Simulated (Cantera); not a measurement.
A counterflow diffusion flame at 1.00 atm, nozzles 20 mm apart: fuel side 31.3 % CO, 20.4 % H2, 40.8 % CH4, 7.52 % N2 at 550 K, oxidiser side 24.0 % O2, 76.0 % N2 at 375 K, fuel mass flux 0.57 times the oxidiser's; mixture-averaged transport, no radiation.

Model: GRI-Mech 3.0 (53 species, 325 reactions), integrated in Cantera. GRI-Mech 3.0 has no aromatics or soot, which form on the fuel side of real flames. The maximum strain rate includes the flame's own expansion and is several times the mean.

x: mole fraction; the columns are a selection and need not sum to one.

| oxidiser flux (kg/m²/s) | max strain (1/s) | mean strain (1/s) | T max (K) | peak x OH | peak x H | peak x NO | peak x CO | peak x C2H2 |
|---|---|---|---|---|---|---|---|---|
| 0.61 | 335 | 76.4 | 2208 | 0.0117 | 0.00671 | 0.000286 | 0.318 | 0.0101 |
| 0.78 | 417 | 97.7 | 2193 | 0.0117 | 0.00702 | 0.000266 | 0.318 | 0.00985 |
| 1 | 524 | 125 | 2177 | 0.0116 | 0.00734 | 0.000246 | 0.318 | 0.00962 |
| 1.3 | 667 | 163 | 2163 | 0.0116 | 0.00770 | 0.000226 | 0.318 | 0.00943 |
| 1.6 | 811 | 200 | 2153 | 0.0115 | 0.00800 | 0.000211 | 0.318 | 0.00931 |
| 2.1 | 1040 | 263 | 2136 | 0.0114 | 0.00835 | 0.000188 | 0.318 | 0.00907 |
| 2.7 | ? | 338 | 2119 | 0.0112 | 0.00866 | ? | 0.318 | 0.00881 |
| 3.4 | ? | 426 | 2103 | 0.0109 | 0.00891 | ? | 0.318 | 0.00853 |
| 4.4 | 2100 | 551 | 2084 | 0.0106 | 0.00915 | 0.000125 | 0.318 | 0.00812 |

Q: What belongs in the gaps?

A: 
- 2.7, max strain (1/s): 1320
- 2.7, peak x NO: 0.000167
- 3.4, max strain (1/s): 1650
- 3.4, peak x NO: 0.000147
